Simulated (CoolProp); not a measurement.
Properties of C2F6 (R116) at several states (Tc = 19.9 °C, pc = 3.048 MPa, ω = 0.257).

Values from CoolProp's reference Helmholtz-energy equation of state, Lemmon 2006. It is a short technical equation, of lower accuracy than the large ones.

```json
[
 {"T (°C)": "67.05", "p (MPa)": "17.7", "phase": "supercritical", "Z": "0.7948", "cp (kJ/(kg K))": "1.146", "isothermal compressibility (1/MPa)": "?", "expansivity (1/kK)": "4.054", "fugacity coefficient": "?"},
 {"T (°C)": "54.85", "p (MPa)": "0.0178", "phase": "gas", "Z": "0.9987", "cp (kJ/(kg K))": "0.8169", "isothermal compressibility (1/MPa)": "56.25", "expansivity (1/kK)": "3.063", "fugacity coefficient": "0.9987"},
 {"T (°C)": "49.55", "p (MPa)": "3.2", "phase": "supercritical", "Z": "0.6946", "cp (kJ/(kg K))": "?", "isothermal compressibility (1/MPa)": "0.4829", "expansivity (1/kK)": "?", "fugacity coefficient": "?"}
]
```

**Question.** Complete the blanks.

**Answer.** 
- 67.05, isothermal compressibility (1/MPa): 0.01603
- 67.05, fugacity coefficient: 0.4226
- 49.55, cp (kJ/(kg K)): 1.105
- 49.55, expansivity (1/kK): 10.47
- 49.55, fugacity coefficient: 0.7595
